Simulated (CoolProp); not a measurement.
n-hexane at 293.15 K and 1.81 MPa flows at 0.51 m/s in a round tube of 12.7 mm bore and 15 µm roughness, fully developed (64/Re and Nu = 3.66 if laminar; Colebrook and Gnielinski if turbulent). Each further row changes one setting.

The numbers come from the reference Helmholtz-energy equation of state, Thol 2019 in CoolProp.

| case | Reynolds number | Darcy friction factor | pressure drop (Pa/m) | heat-transfer coefficient (W/(m² K)) | mass flow (kg/h) |
|---|---|---|---|---|---|
| as stated | (withheld) | (withheld) | (withheld) | 970 | (withheld) |
| velocity 1.02 m/s | 26900 | 0.0269 | (withheld) | 1850 | 308 |
| diameter 25.4 mm | 26900 | 0.0255 | 86.5 | 891 | 615 |

What belongs in the gaps?


- as stated, Reynolds number: 13400
- as stated, Darcy friction factor: 0.0306
- as stated, pressure drop (Pa/m): 207
- as stated, mass flow (kg/h): 154
- velocity 1.02 m/s, pressure drop (Pa/m): 727

Viscosity comes from a separate model (Michailidou 2013). Thermal conductivity comes from a separate model (Assael 2013).
